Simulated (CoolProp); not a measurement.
A single-stage vapour-compression cycle with R152A: evaporating at 225.15 K (dew point), condensing at 256.15 K (bubble point), superheat 0 K, subcooling 0 K, compressor efficiency 0.85, no pressure losses. Each further row changes one setting.

Model: reference Helmholtz-energy equation of state, Outcalt 1996, in CoolProp. It is a modified Benedict-Webb-Rubin equation, recast in Helmholtz form.

| case | cooling COP | pressure ratio | discharge temperature (K) | refrigerating effect (kJ/kg) | volumetric capacity (kJ/m³) |
|---|---|---|---|---|---|
| as stated | 5.55 | 4.46 | 286.4 | 300 | 332 |
| evaporating temperature 230.15 K | 6.89 | 3.39 | 280.4 | 304 | 433 |
| condensing temperature 251.15 K | 6.74 | 3.61 | 277.4 | 309 | 341 |
| subcooling 5 K | 5.70 | 4.46 | 286.4 | 309 | 341 |
| superheat 10 K | 5.47 | 4.46 | 297.2 | 309 | 326 |
| compressor efficiency 0.75 | 4.90 | 4.46 | 293.3 | 300 | 332 |
